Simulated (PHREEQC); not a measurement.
Consider water at 62 °C with 0.052 mol/kgw Cu(NO3)2, 8.4e-05 mol/kgw CuSO4, 0.0012 mol/kgw Ca(NO3)2 and 0.0093 mol/kgw CO2. Closed to the air; pH follows from the charge balance.

All values are PHREEQC results (ion-association model, phreeqc.dat), not measurements.

The ionic strength comes out as 0.160 mol/kgw. What activity coefficients do Ca+2, CuHCO3+, H+, HCO3-, NO3- get?

Ca+2 0.32, CuHCO3+ 0.74, H+ 0.80, HCO3- 0.75, NO3- 0.70.

Precipitation was switched off in this run. Constants without temperature data keep their 25 °C values here.
